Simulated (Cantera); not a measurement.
A perfectly stirred reactor is fed with CH4 : H2 : O2 : N2 = 1 : 0.47 : 3.19 : 12 (molar parts), equivalence ratio 0.70, at 3.10 bar; it is adiabatic with a 373 K inlet, and is followed from long to short residence time, starting on the burning branch (τ in s: 0.025, 0.012, 0.0054, 0.0025, 0.0012, 0.00056, 0.00026, 0.00012, 5.7e-05).

Model: GRI-Mech 3.0 (53 species, 325 reactions), integrated in Cantera.

x: mole fraction; the columns are a selection and need not sum to one.

```csv
τ (s),T (K),x CH4,x H2,x O2,x CH3,x CO2,x NO
0.025,1915,1.18e-5,0.000162,0.0580,3.43e-6,0.0604,3.61e-5
0.012,1910,?,?,0.0581,?,0.0601,?
0.0054,1903,3.32e-5,0.000392,0.0582,9.23e-6,0.0596,2.54e-5
0.0025,1893,5.51e-5,0.000627,0.0586,1.46e-5,0.0588,2.25e-5
0.0012,1877,?,?,0.0591,?,0.0576,?
0.00056,1853,0.000153,0.00152,0.0601,3.47e-5,0.0556,1.72e-5
0.00026,1815,0.000274,0.00232,0.0618,5.56e-5,0.0524,1.45e-5
0.00012,1758,0.000551,0.00348,0.0651,9.61e-5,0.0471,1.09e-5
5.7e-5,1645,0.00169,0.00579,0.0740,0.000226,0.0354,4.57e-6
```

Task: Some entries are withheld; supply them.

Result: 
- 0.012, x CH4: 1.96e-5
- 0.012, x H2: 0.000244
- 0.012, x CH3: 5.61e-6
- 0.012, x NO: 2.95e-5
- 0.0012, x CH4: 9.00e-5
- 0.0012, x H2: 0.000975
- 0.0012, x CH3: 2.23e-5
- 0.0012, x NO: 1.98e-5
